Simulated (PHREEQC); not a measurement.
**Metal-bearing waste water: speciation**

Consider water at 25 °C with 0.0076 mol FeCl3, 0.085 mol CuCl2, 0.02 mol H2SO4 and 0.0087 mol NaCl per kg of water. Closed to the air; pH follows from the charge balance.

Equilibrium calculation in PHREEQC: ion-association model, phreeqc.dat.

This is a speciation only: nothing precipitates in the calculation.

### Question
What pH does the model give?

### Answer
pH 1.57.

### Question
In which forms is Fe present?

### Answer
FeSO4+ 40 %, FeCl+2 27 %, Fe+3 16 %, FeHSO4+2 7.2 %, FeCl2+ 5.8 %, FeOH+2 1.7 % of the Fe.

The solution is supersaturated, for example in Hematite (slow to form), Goethite (slow to form), so a real one may precipitate; this is no full list.
